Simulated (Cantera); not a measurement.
Charge: 1 mol Ti(OiPr)4, 17 mol O2, 480 mol H2, equilibrated at 0.00420 bar.

Method: chemical equilibrium by Gibbs-energy minimisation in Cantera with the NASA 1993 tables (ideal gas, pure condensed phases). Candidate condensed phases: C, C6H6, C7H8, C8H18, H2O, Ti, TiC, TiO, TiO2, Ti2O3, Ti3O5, Ti4O7; 113 gas species. The feed counts by its element totals alone. Condensed phases not in the tables: Magnéli phases beyond Ti4O7. Equilibrium is a limit: real reactors are often held back by kinetics, nucleation or transport. All values below are at 1750 K.

Base state: H2 0.925, H2O 0.0475, CO 0.0233, H 0.00345, CO2 0.000331, OH 1.04e-5 (mole fractions); condensed: Ti4O7(s).

**Question.** What changes in the equilibrium state with this change: pressure from 0.00420 bar to 0.000520 bar?

**Answer.** 
| species | before | after |
|---|---|---|
| H2 | 0.925 | 0.919 |
| H2O | 0.0475 | 0.0473 |
| CO | 0.0233 | 0.0233 |
| H | 0.00345 | 0.00978 |
| OH | 1.04e-5 | 2.95e-5 |
| CO2 | 0.000331 | 0.000331 |
| Ti4O7(s), mol | 0.250 | 0.250 |
